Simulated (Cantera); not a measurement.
An isothermal, constant-pressure homogeneous reactor starts with H2 : O2 : N2 = 1.9 : 1 : 5.9 (molar parts), at 1423 K and 248 Torr.

Model: the H2/O2 subset of GRI-Mech 3.0, which has no nitrogen chemistry, integrated in Cantera. The temperature is held fixed by assumption; the heat of reaction is taken as removed at once.

x: mole fraction; the columns are a selection and need not sum to one.

```tsv
t (s)	x H2	x O2	x OH	x HO2	x H2O2	x O
5.00e-5	0.210	0.111	0.000420	___	1.73e-7	0.000544
0.000251	0.0295	0.0265	0.00628	___	1.24e-6	0.00926
0.00126	0.0116	0.0123	0.00264	___	8.48e-7	0.00130
0.00630	0.00218	0.00725	0.000862	___	2.86e-7	0.000131
0.0316	0.000201	0.00640	0.000245	___	4.99e-8	1.04e-5
0.158	1.69e-5	0.00636	7.28e-5	___	6.15e-9	9.08e-7
0.794	3.82e-6	0.00636	3.51e-5	9.81e-9	1.60e-9	2.11e-7
3.98	3.40e-6	0.00636	3.32e-5	9.31e-9	1.44e-9	1.88e-7
19.9	3.40e-6	0.00636	3.32e-5	9.31e-9	1.44e-9	1.88e-7
100	3.40e-6	0.00636	3.32e-5	9.31e-9	1.44e-9	1.88e-7
```

**Question.** What belongs in the gaps?

**Answer.** 
- 5.00e-5, x HO2: 1.08e-5
- 0.000251, x HO2: 7.34e-6
- 0.00126, x HO2: 3.88e-6
- 0.00630, x HO2: 1.71e-6
- 0.0316, x HO2: 3.23e-7
- 0.158, x HO2: 3.01e-8
